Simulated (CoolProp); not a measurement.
Properties of nitrous oxide along the isobar 3.82 bar.

Values from CoolProp's reference Helmholtz-energy equation of state, Lemmon 2006. It is a short technical equation, of lower accuracy than the large ones.

| T (K) | phase | Z | cp (kJ/(kg K)) | speed of sound (m/s) | expansivity (1/kK) | fugacity coefficient |
|---|---|---|---|---|---|---|
| 247 | gas | 0.9618 | 0.8745 | 240.5 | 4.579 | (withheld) |
| 263.9 | gas | (withheld) | 0.8801 | 248.9 | 4.179 | 0.9700 |
| 280.7 | gas | 0.9747 | 0.8899 | 256.8 | 3.859 | 0.9753 |
| 297.6 | gas | 0.9790 | 0.9016 | 264.4 | 3.592 | 0.9794 |
| 314.5 | gas | 0.9825 | 0.9142 | 271.7 | 3.364 | 0.9827 |
| 331.3 | gas | 0.9852 | 0.9271 | 278.7 | 3.167 | 0.9854 |
| 348.2 | gas | 0.9874 | 0.9400 | 285.4 | 2.993 | 0.9876 |
| 365.1 | gas | 0.9893 | (withheld) | 292.0 | 2.840 | 0.9894 |
| 381.9 | gas | 0.9908 | 0.9656 | 298.4 | 2.703 | 0.9909 |
| 398.8 | gas | 0.9921 | 0.9781 | 304.6 | 2.578 | 0.9922 |
| 415.7 | gas | 0.9932 | 0.9904 | 310.7 | 2.466 | 0.9932 |
| 432.5 | gas | 0.9941 | 1.002 | 316.6 | 2.363 | 0.9942 |
| 449.4 | gas | 0.9949 | 1.014 | 322.5 | 2.269 | 0.9949 |
| 466.3 | gas | 0.9956 | 1.026 | 328.2 | 2.183 | 0.9956 |
| 483.1 | gas | 0.9962 | 1.037 | 333.7 | 2.103 | 0.9962 |
| 500 | gas | 0.9967 | 1.047 | 339.2 | 2.029 | 0.9967 |

### Question
What belongs in the gaps?

### Answer

- 247, fugacity coefficient: 0.9632
- 263.9, Z: 0.9692
- 365.1, cp (kJ/(kg K)): 0.9529
